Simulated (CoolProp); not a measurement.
Vapour-liquid equilibrium of neopentane (1) + n-pentane (2) at 0.97 MPa; x and y are mole fractions of (1).

Model: multi-fluid Helmholtz-energy mixture model, Lemmon 2006 and Thol 2019; pair parameters Bell 2016, in CoolProp.

```
x     bubble temperature, mixture model (K)  bubble temperature, Raoult's law (K)  y, mixture model  y, Raoult's law
----  -------------------------------------  ------------------------------------  ----------------  ---------------
0.05                                      …                                 394.5             0.075            0.086
0.15                                  391.1                                 390.8             0.216            0.242
0.25                                  387.7                                 387.3                 …            0.378
0.35                                  384.4                                 384.0                 …            0.497
0.45                                      …                                 380.8             0.565            0.602
0.55                                  378.2                                 377.8             0.660            0.695
0.65                                      …                                 375.0             0.747            0.777
0.75                                      …                                 372.3             0.827            0.850
0.85                                      …                                 369.7                 …            0.915
0.95                                  367.3                                 367.2             0.968            0.973
```

### Question
Fill in the missing entries.

### Answer

- 0.05, bubble temperature, mixture model (K): 394.7
- 0.25, y, mixture model: 0.344
- 0.35, y, mixture model: 0.459
- 0.45, bubble temperature, mixture model (K): 381.2
- 0.65, bubble temperature, mixture model (K): 375.3
- 0.75, bubble temperature, mixture model (K): 372.5
- 0.85, bubble temperature, mixture model (K): 369.9
- 0.85, y, mixture model: 0.900

The largest gap from Raoult's law is +0.4 K in bubble temperature, at x = 0.35. No azeotrope shows between x = 0.05 and 0.95.

Pair parameters are fitted to limited data, so mixtures are less certain than the pure fluids.
